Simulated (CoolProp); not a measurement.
Octamethylcyclotetrasiloxane (D4) along the isobar 7.29 bar: density (kg/m³) from the reference equation and from simpler models built on Tc = 586.5 K, pc = 13.47 bar, ω = 0.598; each cubic takes its own stable root.

Values from CoolProp's reference Helmholtz-energy equation of state, Thol 2015.

| T (K) | phase | reference |
|---|---|---|
| 558.5 | gas | 66.12 |
| 567.3 | gas | 62.77 |
| 576.1 | gas | 59.99 |
| 584.9 | gas | 57.62 |
| 593.6 | gas | 55.56 |
| 602.4 | gas | 53.72 |
| 611.2 | gas | 52.06 |
| 620 | gas | 50.56 |

Problem. How far does each simpler model (ideal gas, van der Waals, Redlich-Kwong, Soave-Redlich-Kwong, Peng-Robinson) lie from the reference over these 8 states: mean and median of the absolute difference, and the worst?

Solution. 
- ideal gas: mean 22.5 %, median 22.0 %, worst -29.6 % at 558.5 K and 7.29 bar
- van der Waals: mean 4.4 %, median 3.9 %, worst -9.3 % at 558.5 K and 7.29 bar
- Redlich-Kwong: mean 1.7 %, median 1.2 %, worst -4.8 % at 558.5 K and 7.29 bar
- Soave-Redlich-Kwong: mean 1.4 %, median 1.3 %, worst -2.1 % at 558.5 K and 7.29 bar
- Peng-Robinson: mean 1.0 %, median 1.1 %, worst +1.1 % at 593.6 K and 7.29 bar
